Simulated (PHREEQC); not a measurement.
## Cooling-tower water: an equilibrium model

Synthetic water in mmol/kgw, 15 °C, pH 6.87, pe 11.1:

```
constituent           mmol/kgw
--------------------  --------
Na                        11.8
K                       0.0414
Ca                        1.54
Mg                        1.69
Cl                        7.89
S(6)                      2.36
Alkalinity (meq/kgw)      5.41
Sr                       0.305
N(5)                   0.00272
```

Valence states are taken as typed.

Equilibrium calculation in PHREEQC: ion-association model, phreeqc.dat.

No solid was allowed to form.

Question: Estimate the ionic strength.

Answer: ionic strength 0.0226 mol/kgw.

Question: In which forms is S present?

Answer: SO4-2 83 %, MgSO4 7.3 %, CaSO4 6.1 %, NaSO4- 2.6 %, SrSO4 1.3 % of the S.

Complexes and solids missing from the database can't appear.
